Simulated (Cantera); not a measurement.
What does this Cantera script print?

```python
import numpy as np
import cantera as ct

gas_names = [...]  # 151 gases of nasa_gas.yaml made of C, H, N, O, Si
cond_names = """
    C(gr) C6H6(L) C7H8(L) C8H18(L),n-octa H2O(s) H2O(L) Si(cr) Si(L) SiC(b) SiO2(Lqz) SiO2(hqz) SiO2(L)
    Si2N2O(s) Si3N4(a)
""".split()


# ... load() reads the species with a 1 bar reference pressure and builds the phases ...
atoms = {
    'SiC': {'Si': 1, 'C': 1},
    'N2O': {'N': 2, 'O': 1},
    'H2': {'H': 2},
}
top_T = {'C(gr)': 4500, 'SiC(b)': 3050, 'Si2N2O(s)': 2100, 'Si3N4(a)': 2400}  # K; cautious upper limits of use, not melting points


# ... equilibrate(T, P, feed) seeds the gas with the atoms and calls Mixture.equilibrate('TP', solver="vcs", rtol=1e-11, max_steps=5000) ...
results = []
feed = {'SiC': 1, 'N2O': 3.1, 'H2': 130}  # mol
T = 2150  # K
P = 250000  # Pa
mix = equilibrate(T, P, feed)
results.append((T, P, feed, dict(zip(mix.species_names, mix.species_moles))))
print(gas.report(threshold=1e-05))
for i in range(1, mix.n_phases):
    print(f"{mix.phase(i).name:16s} {mix.phase_moles(i):12.5e} mol")
```

Output:

```
       temperature   2150 K
          pressure   2.5e+05 Pa
           density   0.045345 kg/m^3
  mean mol. weight   3.2424 kg/kmol
   phase of matter   gas

                          1 kg             1 kmol
                     ---------------   ---------------
          enthalpy        1.7114e+07        5.5491e+07  J
   internal energy        1.1601e+07        3.7614e+07  J
           entropy             58192        1.8868e+05  J/K
    Gibbs function         -1.08e+08       -3.5017e+08  J
 heat capacity c_p             10753             34867  J/K
 heat capacity c_v            8189.1             26552  J/K

                      mass frac. Y      mole frac. X     chem. pot. / RT
                     ---------------   ---------------   ---------------
                CO          0.063747         0.0073793           -38.128
               CO2        0.00016708         1.231e-05             -64.5
                 H        0.00080891          0.002602           -9.4233
                H2           0.59165           0.95157           -18.847
               H2O            0.0451         0.0081172           -45.219
                N2           0.19797          0.022913           -30.047
               SiO            0.1005         0.0073916           -39.531
     [ +144 minor]        5.9423e-05        9.9428e-06

C(gr)             0.00000e+00 mol
Si(L)             0.00000e+00 mol
SiC(b)            0.00000e+00 mol
SiO2(L)           0.00000e+00 mol
Si3N4(a)          0.00000e+00 mol
```

Cantera equilibrium calculation (NASA polynomials, part measured and part estimated; ideal gas, pure solids and liquids).
